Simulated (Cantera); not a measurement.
Input: 1 mol V, 1.6 mol NH₃, 0.031 mol H₂O, held at 2300 K and 2.20 bar.

Cantera equilibrium calculation (NASA polynomials, part measured and part estimated; ideal gas, pure solids and liquids). Mutual solubility and eutectic melting of coexisting phases are not modelled. VN, VO: taken at fixed stoichiometry. Condensed phases not in the tables: solid solutions among these carbides, nitrides and lower oxides, V₂N. Equilibrium is a limit: real reactors are often held back by kinetics, nucleation or transport.

```tsv
species	before	after
H₂	0.878	0.497
H₂O	0.00164	0.395
N₂	0.114	0.102
VO₂	6.55e-6	0.00110
V	2.37e-5	2.20e-8
NO	3.40e-8	1.37e-5
OH	1.84e-6	0.000589
VO	3.48e-5	1.37e-5
H	0.00612	0.00460
VN(s), mol	0.973	0
VO(l), mol	0.0263	0
V₂O₃(s), mol	0	0.496
```
Gas species are given as mole fractions.

### Question
What was changed between the two runs?
A. temperature from 2300 K to 1000 K
B. temperature from 2300 K to 1250 K
C. H₂O from 0.031 to 4.6 mol
D. temperature from 2300 K to 2098 K

### Answer
C, H₂O from 0.031 to 4.6 mol. Condensed phases not in the tables: the oxides between V₂O₃ and V₂O₅ other than VO₂
